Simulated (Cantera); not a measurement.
An isothermal, constant-pressure homogeneous reactor starts with CO : O2 : H2O : N2 = 0.0013 : 0.018 : 0.012 : 1 (molar parts), equivalence ratio 0.036, at 1475 K and 100000 Pa.

Computed with Cantera and GRI-Mech 3.0 (53 species, 325 reactions).

### Question
Predict: x(CO) at 20.0 s; x(O2) at 20.0 s; x(H2O) at 20.0 s; x(NO) at 20.0 s.

### Answer
| Quantity | Result |
|---|---|
| x(CO) at 20.0 s | 3.27e-8 (gas-phase equilibrium 3.29e-8) |
| x(O2) at 20.0 s | 0.0168 (gas-phase equilibrium 0.0167) |
| x(H2O) at 20.0 s | 0.0116 (gas-phase equilibrium 0.0116) |
| x(NO) at 20.0 s | 2.44e-7 (gas-phase equilibrium 0.000339) |
